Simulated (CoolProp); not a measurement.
Properties of R1224YDZ along the isotherm 473.1 K.

Computed with CoolProp (reference Helmholtz-energy equation of state, Akasaka 2023).

| p (MPa) | phase | density (kg/m³) | speed of sound (m/s) |
|---|---|---|---|
| 0.0158 | gas | 0.5971 | 167.3 |
| 0.0325 | gas | 1.230 | 167.1 |
| 0.0667 | gas | 2.530 | 166.7 |
| 0.137 | gas | 5.224 | 166.0 |
| 0.281 | gas | 10.83 | 164.4 |
| 0.578 | gas | 22.81 | 161.2 |
| 1.19 | gas | 49.44 | 154.2 |
| 2.44 | gas | 114.8 | 139.3 |
| 5 | supercritical | 349.4 | 108.0 |
